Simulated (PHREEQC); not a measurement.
Consider water at 83 °C with 0.22 mol/kgw HCl and 0.00019 mol/kgw MnSO4. Closed to the air; pH follows from the charge balance.

Model: ion-association model, wateq4f.dat, run in PHREEQC.

Precipitation was switched off in this run.

Order these Mn species by the share of Mn that they hold, largest first: MnCl+, Mn+2, MnCl2.

Mn+2 (80 %), MnCl+ (19 %), MnCl2 (0.84 %)

The pH is 0.77 and the ionic strength 0.220 mol/kgw. Away from 25 °C the constants follow the database's enthalpies or fits; those with neither stay at their 25 °C values.
